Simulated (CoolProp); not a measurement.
Vapour-liquid equilibrium of sulfur dioxide (1) + toluene (2) at 0.0912 MPa; x and y are mole fractions of (1).

Model: multi-fluid Helmholtz-energy mixture model, Gao 2016 and Lemmon 2006; pair parameters Bell 2016, in CoolProp.

Q: Give the bubble temperature and the first vapour's composition at x = 0.65, 0.75, 0.85. Is there an azeotrope?

A: x = 0.65: 270.0 K, y = 0.997; x = 0.75: 266.9 K, y = 0.998; x = 0.85: 264.3 K, y = 0.999. No azeotrope shows between x = 0.05 and 0.95.

The pair parameters rest on a limited set of measurements; away from them the model extrapolates. The gap from Raoult's law changes sign with composition, which may be real or a fault of the pair parameters; it wasn't checked against measurements.
